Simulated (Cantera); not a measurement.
Feed: 1 mol SiH4, 0.26 mol N2, at 1100 K and 0.00650 bar.

Equilibrium computed with Cantera from the NASA thermochemical tables; the gas is ideal and each condensed phase is pure. Candidate condensed phases: Si, Si3N4; 18 gas species. N2 is the only nitrogen source here; it is nearly inert below about 1500 K, so the nitride shown seldom forms there in practice. Mutual solubility and eutectic melting of coexisting phases are not modelled. The numbers say what is thermodynamically allowed, not how fast it happens.

Base state: H2 1.00 (mole fractions); condensed: Si(s) + Si3N4(s).

### Question
What changes in the equilibrium state with this change: temperature from 1100 K to 2098 K?

### Answer
```tsv
species	before	after
H2	1.00	0.833
N2	1.48e-7	0.111
H	3.21e-7	0.0348
Si	<1e-9	0.0201
SiH	<1e-9	0.000806
Si2	<1e-9	0.000261
Si(s), mol	0.610	0
Si3N4(s), mol	0.130	0
Si(l), mol	0	0.948
```
The tables' values for SiN are old estimates; treat these amounts as uncertain. Gases not in the tables: Si2H6 and higher silanes.

### Question
What changes in the equilibrium state with this change: temperature from 1100 K to 1673 K?

### Answer
| species | before | after |
|---|---|---|
| H2 | 1.00 | 0.884 |
| N2 | 1.48e-7 | 0.115 |
| H | 3.21e-7 | 0.00133 |
| Si | <1e-9 | 6.43e-5 |
| Si(s), mol | 0.610 | 1.000 |
| Si3N4(s), mol | 0.130 | 0 |
